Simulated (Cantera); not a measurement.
Feed: 1 mol PbO, 3.7 mol CO, 1.4 mol H2, at 0.100 bar.

Method: chemical equilibrium by Gibbs-energy minimisation in Cantera with the NASA 1993 tables (ideal gas, pure condensed phases). Candidate condensed phases: C, C6H6, C7H8, C8H18, H2O, Pb, PbO, PbO2, Pb3O4; 113 gas species. Equilibrium is a limit: real reactors are often held back by kinetics, nucleation or transport.

Question: At 998 K, list the 5 most abundant gas species with their mole fractions, and the condensed phases.

Answer: CO 0.572, H2 0.232, CO2 0.153, H2O 0.0429, Pb 0.000155. Condensed: Pb(l).
